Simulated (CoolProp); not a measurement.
Values from CoolProp's reference Helmholtz-energy equation of state, Marx 1992.

For R113, give the phase and the Joule-Thomson coefficient (K/MPa) at 445.8 K and 0.693 bar; 445.8 K and 1.31 bar; 445.8 K and 4.72 bar.


- 445.8 K and 0.693 bar: gas; Joule-Thomson coefficient 11.1
- 445.8 K and 1.31 bar: gas; Joule-Thomson coefficient 11.2
- 445.8 K and 4.72 bar: gas; Joule-Thomson coefficient 12.2
